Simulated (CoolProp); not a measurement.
The fluid at 298.15 K and 1.21 MPa is compressed adiabatically to 3.04 MPa with isentropic efficiency 0.9. The same conditions are run with several fluids, on thermodynamics alone (safety and materials aside).

The numbers come from the reference Helmholtz-energy equation of state of each fluid (CH2F2 (R32): Tillner-Roth 1997; CH3F (R41): Lemmon 2006; CF4 (R14): Platzer 1990; nitrous oxide: Lemmon 2006) in CoolProp. The equations of Platzer and Polt are older, rougher fits.

Problem. Rank CH2F2 (R32), CH3F (R41), CF4 (R14), nitrous oxide by work (kJ/kg), highest first.

Solution. CH3F (R41) (73.2), nitrous oxide (59.0), CH2F2 (R32) (43.7), CF4 (R14) (29.2)

```tsv
fluid	final temperature (K)	final density (kg/m³)
CH2F2 (R32)	363.4	65.5
CH3F (R41)	371.8	38.2
CF4 (R14)	344.4	99.4
nitrous oxide	371.5	47.2
```
